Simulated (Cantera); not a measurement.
Charge: 1 mol H₂S, 2.1 mol H₂, at 190000 Pa.

These are equilibrium values from Cantera (NASA tables, ideal gas, pure condensed phases), not measurements of a reactor. Candidate condensed phases: S; 7 gas species. Equilibrium is a limit: real reactors are often held back by kinetics, nucleation or transport.

Task: At 1775 °C, list the 5 most abundant gas species with their mole fractions, and the condensed phases.

Result: H₂ 0.769, H₂S 0.143, S₂ 0.0676, SH 0.0181, H 0.00142. Condensed: gas only.
